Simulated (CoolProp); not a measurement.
Vapour-liquid equilibrium of n-decane (1) + n-dodecane (2) at 191.25 °C; x and y are mole fractions of (1).

Values from CoolProp's multi-fluid Helmholtz-energy mixture model, Lemmon 2006 and Lemmon 2004; pair parameters Bell 2016.

```csv
x,"bubble pressure, mixture model (bar)","bubble pressure, Raoult's law (bar)","y, mixture model","y, Raoult's law"
0.05,0.5823,0.5865,0.121,0.131
0.2,0.7257,0.7364,0.400,0.417
0.35,0.8747,0.8864,0.592,0.607
0.5,1.026,1.036,0.729,0.741
0.65,1.179,1.186,0.833,0.842
0.8,1.331,1.336,0.914,0.920
0.95,1.485,1.486,0.980,0.982
```

The largest gap from Raoult's law is -1.5 % in bubble pressure, at x = 0.2. No azeotrope shows between x = 0.05 and 0.95.

Pair parameters are fitted to limited data, so mixtures are less certain than the pure fluids.
